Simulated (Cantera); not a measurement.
Feed: 1 mol Fe2O3, 0.32 mol HCl, 0.026 mol Cl2, held at 4.00 bar.

These are equilibrium values from Cantera (NASA tables, ideal gas, pure condensed phases), not measurements of a reactor. Candidate condensed phases: Fe, FeCl2, FeCl3, FeO, Fe(OH)2, Fe(OH)3, Fe2O3, Fe3O4, H2O; 22 gas species. Kinetics and transport are ignored.

At 1150 °C, list the 4 most abundant gas species with their mole fractions, and the condensed phases.

HCl 0.700, H2O 0.120, FeCl3 0.0752, Cl2 0.0481. Condensed: Fe2O3(s).
